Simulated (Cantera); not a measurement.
A closed system holds: 1 mol Ta(OEt)5, 5.9 mol H2O, 150 mol H2, equilibrated at 0.990 bar.

Method: chemical equilibrium by Gibbs-energy minimisation in Cantera with the NASA 1993 tables (ideal gas, pure condensed phases). Candidate condensed phases: C, C6H6, C7H8, C8H18, H2O, Ta, TaC, Ta2O5; 113 gas species. The feed counts by its element totals alone. Condensed phases not in the tables: Ta2C, N, O or C dissolved in the metal. Rates play no part.

Task: At 2623 K, list the 6 most abundant gas species with their mole fractions, and the condensed phases.

Result: H2 0.900, CO 0.0549, H 0.0402, H2O 0.00393, TaO2 0.000354, TaO 0.000219. Condensed: Ta(s).
